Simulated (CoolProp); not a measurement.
Vapour-liquid equilibrium of ethane (1) + n-butane (2) at 272.2 K; x and y are mole fractions of (1).

The numbers come from the multi-fluid Helmholtz-energy mixture model, Bücker 2006 and Bücker 2006; pair parameters Kunz 2012 in CoolProp.

```json
[
 {"x": "0.05", "bubble pressure, mixture model (MPa)": "0.1897", "bubble pressure, Raoult's law (MPa)": "0.2112", "y, mixture model": "0.484", "y, Raoult's law": "0.552"},
 {"x": "0.2", "bubble pressure, mixture model (MPa)": "0.4758", "bubble pressure, Raoult's law (MPa)": "0.5461", "y, mixture model": "0.809", "y, Raoult's law": "0.854"},
 {"x": "0.35", "bubble pressure, mixture model (MPa)": "0.7796", "bubble pressure, Raoult's law (MPa)": "0.8810", "y, mixture model": "0.894", "y, Raoult's law": "0.927"},
 {"x": "0.5", "bubble pressure, mixture model (MPa)": "1.096", "bubble pressure, Raoult's law (MPa)": "1.216", "y, mixture model": "0.934", "y, Raoult's law": "0.959"},
 {"x": "0.65", "bubble pressure, mixture model (MPa)": "1.425", "bubble pressure, Raoult's law (MPa)": "1.551", "y, mixture model": "0.959", "y, Raoult's law": "0.978"},
 {"x": "0.8", "bubble pressure, mixture model (MPa)": "1.777", "bubble pressure, Raoult's law (MPa)": "1.886", "y, mixture model": "0.977", "y, Raoult's law": "0.989"},
 {"x": "0.95", "bubble pressure, mixture model (MPa)": "2.177", "bubble pressure, Raoult's law (MPa)": "2.221", "y, mixture model": "0.994", "y, Raoult's law": "0.998"}
]
```

The largest gap from Raoult's law is -12.9 % in bubble pressure, at x = 0.2. No azeotrope shows between x = 0.05 and 0.95.

Pair parameters are fitted to limited data, so mixtures are less certain than the pure fluids.
